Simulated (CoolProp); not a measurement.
Saturation properties of water (Tc = 373.9 °C, pc = 22.06 MPa, ω = 0.344).

Model: reference Helmholtz-energy equation of state, Wagner 2002, in CoolProp.

| T (°C) | p (MPa) | liquid cp (kJ/(kg K)) | vapour Z | liquid conductivity (mW/(m K)) |
|---|---|---|---|---|
| 139.45 | 0.3559 | 4.281 | 0.9644 | 683 |
| 157.05 | 0.5732 | 4.327 | 0.9513 | 679 |
| 174.55 | 0.8832 | 4.384 | 0.9351 | 674 |
| 192.05 | 1.313 | 4.457 | 0.9158 | 665 |
| 209.55 | 1.891 | 4.549 | 0.8929 | 653 |
| 227.05 | ? | 4.665 | 0.8662 | 639 |
| 244.55 | 3.623 | 4.815 | 0.8353 | ? |
| 262.05 | 4.850 | 5.012 | 0.7998 | 603 |
| 279.55 | 6.373 | 5.281 | 0.7590 | ? |
| 297.15 | 8.248 | 5.670 | 0.7116 | 557 |
| 314.65 | 10.51 | 6.277 | 0.6565 | 529 |

Q: Some entries are withheld; supply them.

A: 
- 227.05, p (MPa): 2.649
- 244.55, liquid conductivity (mW/(m K)): 623
- 279.55, liquid conductivity (mW/(m K)): 582

It boils at 100.0 °C under 1 atm.

Thermal conductivity comes from a separate model (Huber 2012).
